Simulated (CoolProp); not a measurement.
Computed with CoolProp (reference Helmholtz-energy equation of state, Gao 2022).

Q: For n-perfluorobutane, give the phase and the cp (kJ/(kg K)), speed of sound (m/s), expansivity (1/kK), fugacity coefficient at 198.2 K and 0.774 MPa; 198.2 K and 1.01 MPa.

A: 
- 198.2 K and 0.774 MPa: liquid; cp 1.02, speed of sound 702, expansivity 1.88, fugacity coefficient 0.00179
- 198.2 K and 1.01 MPa: liquid; cp 1.02, speed of sound 703, expansivity 1.88, fugacity coefficient 0.00140
